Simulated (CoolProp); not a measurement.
Vapour-liquid equilibrium of R22 (1) + R123 (2) at 807 kPa; x and y are mole fractions of (1).

Model: multi-fluid Helmholtz-energy mixture model, Kamei 1995 and Younglove 1994; pair parameters Bell 2016, in CoolProp.

Q: Give the bubble temperature and the first vapour's composition at x = 0.5, 0.725, 0.8. Is there an azeotrope?

A: x = 0.5: 313.5 K, y = 0.879; x = 0.725: 300.3 K, y = 0.954; x = 0.8: 296.8 K, y = 0.969. No azeotrope shows between x = 0.05 and 0.95.

Pair parameters are fitted to limited data, so mixtures are less certain than the pure fluids.
